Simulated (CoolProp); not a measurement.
Vapour-liquid equilibrium of CHF3 (R23) (1) + CH2F2 (R32) (2) at 219.1 K; x and y are mole fractions of (1).

Model: multi-fluid Helmholtz-energy mixture model, Penoncello 2003 and Tillner-Roth 1997; pair parameters Bell 2016, in CoolProp.

### Question
Give the bubble pressure and the first vapour's composition at x = 0.2, 0.425, 0.95. Is there an azeotrope?

### Answer
x = 0.2: 1.530 bar, y = 0.518; x = 0.425: 2.239 bar, y = 0.755; x = 0.95: 3.883 bar, y = 0.986. No azeotrope shows between x = 0.05 and 0.95.

Pair parameters are fitted to limited data, so mixtures are less certain than the pure fluids.
